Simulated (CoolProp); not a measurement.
A simple Rankine cycle with R236EA: condensing at 329.15 K, boiler at 1.96 MPa, turbine inlet 411 K, turbine efficiency 0.85, pump efficiency 0.6, no recuperator. Each further row changes one setting.

Values from CoolProp's reference Helmholtz-energy equation of state, Rui 2013.

```json
[
 {"case": "as stated", "thermal efficiency (%)": "8.9", "net work (kJ/kg)": "18.1", "heat in (kJ/kg)": "203", "turbine exit temperature (K)": "376.1", "volume ratio over the turbine": "4.01"},
 {"case": "condensing temperature 321.15 K", "thermal efficiency (%)": "10.2", "net work (kJ/kg)": "21.6", "heat in (kJ/kg)": "213", "turbine exit temperature (K)": "371.1", "volume ratio over the turbine": "5.05"},
 {"case": "boiler pressure 1.37 MPa", "thermal efficiency (%)": "6.8", "net work (kJ/kg)": "14.3", "heat in (kJ/kg)": "211", "turbine exit temperature (K)": "387.9", "volume ratio over the turbine": "2.63"},
 {"case": "turbine efficiency 0.75", "thermal efficiency (%)": "7.8", "net work (kJ/kg)": "15.8", "heat in (kJ/kg)": "203", "turbine exit temperature (K)": "378.4", "volume ratio over the turbine": "4.04"}
]
```
